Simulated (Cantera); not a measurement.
# Thermodynamics of chemical vapour transport, feed Si + H2O + H2

Input: 1 mol Si, 0.14 mol H2O, 6.8 mol H2, at 0.100 bar.

Equilibrium computed with Cantera from the NASA thermochemical tables; the gas is ideal and each condensed phase is pure. Candidate condensed phases: H2O, Si, SiO2; 18 gas species. Mutual solubility and eutectic melting of coexisting phases are not modelled. The tables hold silica as quartz up to 1696 K and as liquid above; real silica turns to tridymite and cristobalite and melts near 1996 K. Gases not in the tables: Si2H6 and higher silanes. Kinetics and transport are ignored.

From 975 K to 1575 K the condensed part is Si(s) + SiO2(β-quartz). At 1675 K the condensed part is Si(s). The main Si-bearing gas is SiH4 at 975 K and SiO at 1675 K.

| T (K) | x H2 | x SiO | x H | x SiH2 | x H2O | x Si | x SiH | x SiH4 | n Si(s) | n SiO2(β-quartz) |
|---|---|---|---|---|---|---|---|---|---|---|
| 975 | 1.00 | 1.78e-9 | 3.62e-9 | 4.45e-11 | 5.18e-10 | <1e-12 | <1e-12 | 3.83e-8 | 0.930 | 0.0700 |
| 1075 | 1.00 | 9.56e-8 | 4.64e-8 | 7.12e-10 | 5.42e-9 | <1e-12 | <1e-12 | 4.98e-8 | 0.930 | 0.0700 |
| 1175 | 1.000 | 2.57e-6 | 3.88e-7 | 7.10e-9 | 3.76e-8 | 5.35e-12 | 2.99e-11 | 6.19e-8 | 0.930 | 0.0700 |
| 1275 | 1.000 | 4.08e-5 | 2.33e-6 | 4.94e-8 | 1.92e-7 | 1.93e-10 | 5.82e-10 | 7.43e-8 | 0.930 | 0.0699 |
| 1375 | 1.000 | 0.000430 | 1.08e-5 | 2.58e-7 | 7.65e-7 | 4.11e-9 | 7.31e-9 | 8.67e-8 | 0.929 | 0.0685 |
| 1475 | 0.997 | 0.00326 | 4.09e-5 | 1.08e-6 | 2.51e-6 | 5.75e-8 | 6.47e-8 | 9.88e-8 | 0.919 | 0.0586 |
| 1575 | 0.981 | 0.0190 | 0.000130 | 3.68e-6 | 6.97e-6 | 5.74e-7 | 4.30e-7 | 1.08e-7 | 0.863 | 0.00282 |
| 1675 | 0.980 | 0.0198 | 0.000363 | 1.10e-5 | 3.84e-6 | 4.34e-6 | 2.28e-6 | 1.20e-7 | 0.860 | 0 |
x: gas mole fraction; n: condensed amount in mol.
